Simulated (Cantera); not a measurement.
A closed system holds: 1 mol CH2F2, 7.4 mol H2, 0.48 mol CH4, at 3375 K and 0.0975 Torr.

Cantera equilibrium calculation (NASA polynomials, part measured and part estimated; ideal gas, pure solids and liquids). Candidate condensed phases: C, C6H6, C7H8, C8H18; 95 gas species. The numbers say what is thermodynamically allowed, not how fast it happens.

Base state: H 0.843, F 0.0861, C 0.0659, HF 0.00430, H2 0.000476, C2 0.000456, CF 0.000141, C3 2.97e-5 (mole fractions); condensed: gas only.

Q: What changes in the equilibrium state with this change: temperature from 3375 K to 2525 K?

A: 
| species | before | after |
|---|---|---|
| H | 0.843 | 0.774 |
| HF | 0.00430 | 0.114 |
| H2 | 0.000476 | 0.0992 |
| F | 0.0861 | 0.00199 |
| C | 0.0659 | 0.00180 |
| C2H2 (acetylene) | 3.93e-9 | 0.00119 |
| C5 | <1e-9 | 1.86e-5 |
| C2H | 1.92e-6 | 0.000704 |
| C3 | 2.97e-5 | 0.00562 |
| CF | 0.000141 | 7.01e-5 |
| C(graphite), mol | 0 | 1.07 |

Q: What changes in the equilibrium state with this change: temperature from 3375 K to 2500 K?

A: 
```tsv
species	before	after
H	0.843	0.756
H2	0.000476	0.118
HF	0.00430	0.117
F	0.0861	0.00157
C	0.0659	0.00128
C2H2 (acetylene)	3.93e-9	0.00127
C5	<1e-9	1.14e-5
C2H	1.92e-6	0.000587
C3	2.97e-5	0.00382
CF	0.000141	5.14e-5
C(graphite), mol	0	1.19
```
